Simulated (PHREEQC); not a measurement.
Consider water at 25 °C with 0.11 mol/kgw Ni(NO3)2 and 0.96 mol/kgw KCl. Closed to the air; pH follows from the charge balance.

Model: ion-association model, wateq4f.dat, run in PHREEQC.

Each row changes one thing in this solution. No solid was allowed to form.

| case | pH | ionic strength (mol/kgw) | Cl- (mol/kgw) |
|---|---|---|---|
| as made | 5.81 | 1.12 | 0.859 |
| KCl from 0.96 to 1.06 mol/kgw | 5.83 | 1.21 | 0.949 |
| KCl from 0.96 to 1.92 mol/kgw | 5.98 | [?] | [?] |
| diluted 2-fold with water | 5.91 | 0.602 | 0.455 |
| KCl from 0.96 to 0.864 mol/kgw | 5.80 | 1.04 | 0.773 |
| Ni(NO3)2 replaced by AgNO3 at the same molality | 6.95 | 1.12 | 0.622 |

Task: Fill in the missing entries.

Result: 
- KCl from 0.96 to 1.92 mol/kgw, ionic strength (mol/kgw): 1.98
- KCl from 0.96 to 1.92 mol/kgw, Cl- (mol/kgw): 1.75

The ionic strength passes 0.7 mol/kgw, the rough limit of the ion-association models, in as made; KCl from 0.96 to 1.06 mol/kgw; KCl from 0.96 to 1.92 mol/kgw; KCl from 0.96 to 0.864 mol/kgw; Ni(NO3)2 replaced by AgNO3 at the same molality. Some of these states are supersaturated (in Cerargyrite, for instance).
